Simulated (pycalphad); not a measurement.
Source of the numbers: pycalphad with the COST 507 light-alloy database (1999); pressure 1 atm. The data set is of 1999 and partly superseded. Phase fractions are per mole of atoms.

Q: Give the equilibrium state of Hf-0.6C (at.%) at 2027 °C.

A: bcc, fraction 0.800, with 0.20 C at.%; hcp, fraction 0.200, with 2.2 C at.%.
